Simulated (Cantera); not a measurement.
**Fe(CO)₅ + H₂ + N₂ (iron carbonyl, mercury and lead vapours)**

Feed: 1 mol Fe(CO)₅, 0.066 mol H₂, 36 mol N₂, at 1.00 bar.

Cantera equilibrium calculation (NASA polynomials, part measured and part estimated; ideal gas, pure solids and liquids). Candidate condensed phases: C, C₆H₆, C₇H₈, C₈H₁₈, Fe, Fe(CO)₅, FeO, Fe(OH)₂, Fe(OH)₃, Fe₂O₃, Fe₃O₄, H₂O; 140 gas species. Condensed phases not in the tables: cementite and carbon dissolved in iron. Rates play no part.

| T (K) | x N₂ | x CO | x CO₂ | x H₂ | x H₂O | x HCN | x H | n C(graphite) | n Fe(α) | n Fe(γ) |
|---|---|---|---|---|---|---|---|---|---|---|
| 1000 | 0.883 | 0.109 | 0.00674 | 0.00155 | 6.68e-5 | 1.92e-7 | 8.94e-11 | 0.278 | 1.00 | 0 |
| 1050 | 0.879 | 0.116 | 0.00289 | 0.00158 | 3.33e-5 | 4.14e-7 | 3.22e-10 | 0.120 | 1.00 | 0 |
| 1100 | 0.878 | 0.119 | 0.00126 | 0.00159 | 1.70e-5 | 8.31e-7 | 1.03e-9 | 0.0522 | 1.00 | 0 |
| 1150 | 0.877 | 0.121 | 0.000574 | 0.00160 | 9.04e-6 | 1.56e-6 | 2.98e-9 | 0.0239 | 1.00 | 0 |
| 1200 | 0.877 | 0.121 | 0.000278 | 0.00160 | 5.04e-6 | 2.79e-6 | 7.90e-9 | 0.0115 | 0 | 1.00 |
| 1250 | 0.877 | 0.121 | 0.000142 | 0.00160 | 2.93e-6 | 4.75e-6 | 1.93e-8 | 0.00575 | 0 | 1.00 |
| 1300 | 0.877 | 0.122 | 7.65e-5 | 0.00160 | 1.78e-6 | 7.76e-6 | 4.43e-8 | 0.00289 | 0 | 1.00 |
| 1350 | 0.877 | 0.122 | 4.32e-5 | 0.00160 | 1.12e-6 | 1.22e-5 | 9.53e-8 | 0.00131 | 0 | 1.00 |
| 1400 | 0.877 | 0.122 | 2.54e-5 | 0.00160 | 7.24e-7 | 1.86e-5 | 1.94e-7 | 0 | 0 | 1.000 |
| 1450 | 0.877 | 0.122 | 2.05e-5 | 0.00160 | 6.39e-7 | 2.08e-5 | 3.78e-7 | 0 | 0 | 1.000 |
| 1500 | 0.877 | 0.122 | 1.96e-5 | 0.00160 | 6.64e-7 | 1.99e-5 | 7.03e-7 | 0 | 0 | 1.000 |
| 1550 | 0.877 | 0.122 | 1.87e-5 | 0.00160 | 6.87e-7 | 1.90e-5 | 1.26e-6 | 0 | 0 | 1.000 |
| 1600 | 0.877 | 0.122 | 1.80e-5 | 0.00160 | 7.10e-7 | 1.83e-5 | 2.17e-6 | 0 | 0 | 1.000 |
x: gas mole fraction; n: condensed amount in mol.

From 1000 K to 1150 K the condensed part is C(graphite) + Fe(α). From 1200 K to 1350 K the condensed part is C(graphite) + Fe(γ). From 1400 K to 1600 K the condensed part is Fe(γ).
